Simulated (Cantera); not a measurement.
Input: 1 mol SiC, 0.044 mol N₂O, 9.9 mol N₂, 0.046 mol O₂, at 0.000150 bar.

Equilibrium computed with Cantera from the NASA thermochemical tables; the gas is ideal and each condensed phase is pure. Candidate condensed phases: C, Si, SiC, SiO₂, Si₂N₂O, Si₃N₄; 34 gas species. Mutual solubility and eutectic melting of coexisting phases are not modelled. Equilibrium is a limit: real reactors are often held back by kinetics, nucleation or transport.

**Question.** Which condensed phases are stable at each of these points (T (°C)): 850, 950, 1050, 1150, 1250, 1350, 1450, 1550, 1650, 1750, 1850?

**Answer.** 
```
T (°C)                    condensed phases  Si condensed (%)
------  ----------------------------------  ----------------
850     C(graphite) + Si₂N₂O(s) + Si₃N₄(s)             100.0
950       C(graphite) + SiC(s) + Si₂N₂O(s)             100.0
1050                    SiC(s) + Si₂N₂O(s)             100.0
1150                    SiC(s) + Si₂N₂O(s)              99.0
1250                                SiC(s)              93.2
1350                                SiC(s)              93.1
1450                                SiC(s)              92.4
1550                                SiC(s)              89.9
1650                                SiC(s)              86.7
1750                  C(graphite) + SiC(s)              73.9
1850                           C(graphite)               0.0
```

At 850 °C the condensed part is C(graphite) + Si₂N₂O(s) + Si₃N₄(s). At 950 °C the condensed part is C(graphite) + SiC(s) + Si₂N₂O(s). From 1050 °C to 1150 °C the condensed part is SiC(s) + Si₂N₂O(s). From 1250 °C to 1650 °C the condensed part is SiC(s). At 1750 °C the condensed part is C(graphite) + SiC(s). At 1850 °C the condensed part is C(graphite).
